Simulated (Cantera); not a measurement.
Adiabatic ignition

An adiabatic, constant-pressure homogeneous reactor starts with CH3OH : O2 : N2 = 1.8 : 2.63 : 9.89 (molar parts), at 1100 K and 9.87 atm.

Model: GRI-Mech 3.0 (53 species, 325 reactions), integrated in Cantera. GRI-Mech 3.0 was tuned for natural gas; its chemistry of methanol as a main component is partial and can be far from experiment.

| t (s) | T (K) | x CH3OH | x O2 | x H2 | x OH | x CO2 |
|---|---|---|---|---|---|---|
| 3.00e-6 | 1100 | 0.126 | 0.184 | 1.88e-9 | 7.51e-12 | 2.55e-10 |
| 1.05e-5 | 1100 | 0.126 | 0.184 | 6.95e-9 | 7.57e-12 | 8.99e-10 |
| 3.70e-5 | 1100 | 0.126 | 0.184 | 2.52e-8 | 7.59e-12 | 3.16e-9 |
| 0.000130 | 1100 | 0.126 | 0.184 | 9.07e-8 | 7.65e-12 | 1.11e-8 |
| 0.000456 | 1100 | 0.126 | 0.184 | 3.38e-7 | 8.79e-12 | 3.89e-8 |
| 0.00160 | 1100 | 0.126 | 0.184 | 1.68e-6 | 2.82e-11 | 1.37e-7 |
| 0.00562 | 1100 | 0.126 | 0.184 | 3.44e-5 | 6.96e-10 | 5.08e-7 |
| 0.0197 | 2687 | <1e-12 | 0.00891 | 0.0100 | 0.00934 | 0.0881 |
| 0.0693 | 2687 | <1e-12 | 0.00891 | 0.0100 | 0.00934 | 0.0881 |
| 0.243 | 2687 | <1e-12 | 0.00891 | 0.0100 | 0.00934 | 0.0881 |
| 0.854 | 2687 | <1e-12 | 0.00891 | 0.0100 | 0.00934 | 0.0881 |
| 3.00 | 2687 | <1e-12 | 0.00891 | 0.0100 | 0.00934 | 0.0881 |
x: mole fraction; the columns are a selection and need not sum to one.

```yaml
time_of_steepest_temperature_rise: 9.31 ms
temperature at 3.00 s: 2687 K
equilibrium_temperature: 2687 K
x(CH3OH) at 3.00 s: <1e-12 (gas-phase equilibrium <1e-12)
x(O2) at 3.00 s: 0.00891 (gas-phase equilibrium 0.00891)
x(H2) at 3.00 s: 0.0100 (gas-phase equilibrium 0.0100)
```
